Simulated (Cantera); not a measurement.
An adiabatic, constant-volume homogeneous reactor starts with 4.80 % CH4, 0.961 % CO, 19.8 % O2, 74.4 % N2, at 975 K and 1.00 bar.

Cantera simulation using GRI-Mech 3.0 (53 species, 325 reactions); the numbers are that mechanism's predictions, not measurements. Below about 1000 K GRI-Mech 3.0 lacks low-temperature oxidation paths.

x: mole fraction; the columns are a selection and need not sum to one.

```tsv
t (s)	T (K)	P (bar)	x CH4	x CO	x O2	x NO	x HCO	x H2O2
7.00e-6	975	1.00	0.0480	0.00961	0.198	<1e-12	<1e-12	<1e-12
2.05e-5	975	1.00	0.0480	0.00961	0.198	<1e-12	<1e-12	<1e-12
5.99e-5	975	1.00	0.0480	0.00961	0.198	<1e-12	<1e-12	<1e-12
0.000175	975	1.00	0.0480	0.00961	0.198	<1e-12	<1e-12	<1e-12
0.000512	975	1.00	0.0480	0.00961	0.198	<1e-12	<1e-12	6.90e-12
0.00150	975	1.00	0.0480	0.00961	0.198	<1e-12	<1e-12	5.63e-11
0.00438	975	1.00	0.0480	0.00961	0.198	<1e-12	<1e-12	4.16e-10
0.0128	975	1.00	0.0480	0.00961	0.198	<1e-12	<1e-12	?
0.0374	975	1.00	0.0480	0.00961	0.198	<1e-12	<1e-12	?
0.109	975	1.00	0.0480	0.00961	0.198	<1e-12	<1e-12	?
0.320	975	1.00	0.0480	0.00960	0.198	<1e-12	<1e-12	?
0.936	977	1.00	0.0478	0.00961	0.198	<1e-12	5.09e-12	?
2.74	2296	2.35	<1e-12	0.00139	0.0915	0.0100	8.12e-11	1.90e-7
8.00	2296	2.35	<1e-12	0.00139	0.0915	0.0100	8.12e-11	1.90e-7
```

**Question.** Fill in the missing entries.

**Answer.** 
- 0.0128, x H2O2: 2.43e-9
- 0.0374, x H2O2: 8.93e-9
- 0.109, x H2O2: 1.91e-8
- 0.320, x H2O2: 4.97e-8
- 0.936, x H2O2: 4.03e-7
